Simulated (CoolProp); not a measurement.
Properties of decamethyltetrasiloxane (MD2M) along the isotherm 326.85 °C.

The numbers come from the reference Helmholtz-energy equation of state, Thol 2017 in CoolProp.

| p (MPa) | phase | cp (kJ/(kg K)) | speed of sound (m/s) | Joule-Thomson coefficient (K/MPa) |
|---|---|---|---|---|
| 0.00543 | gas | 2.034 | 127.4 | 8.229 |
| 0.0123 | gas | 2.035 | 127.1 | 8.257 |
| 0.0281 | gas | 2.036 | 126.6 | 8.322 |
| 0.064 | gas | 2.038 | 125.3 | 8.476 |
| 0.146 | gas | 2.044 | 122.3 | 8.865 |
| 0.331 | gas | 2.061 | 115.0 | 9.992 |
| 0.754 | gas | 2.163 | 92.08 | 15.56 |
| 1.72 | supercritical | 2.566 | 137.8 | 2.872 |
